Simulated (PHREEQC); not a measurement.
A PHREEQC speciation (ion-association model, wateq4f.dat) at 20 °C gives pH 9.88 and these molalities:

```tsv
species	mol/kgw
Na+	0.361
NaCO3-	0.0856
F-	0.0717
HCO3-	0.0714
CO3-2	0.0663
NaHCO3	0.00661
NaF	0.00625
OH-	7.93e-5
CO2	1.45e-5
```

Q: What are the element totals, and what could have been dissolved in 1 kg of water to give them?

A: This is not unique; one that fits is totals C(4) 0.230, F 0.0780, Na 0.460 mol/kgw, from 0.078 mol/kgw HF and 0.23 mol/kgw Na2CO3.

This is a speciation only: nothing precipitates in the calculation.
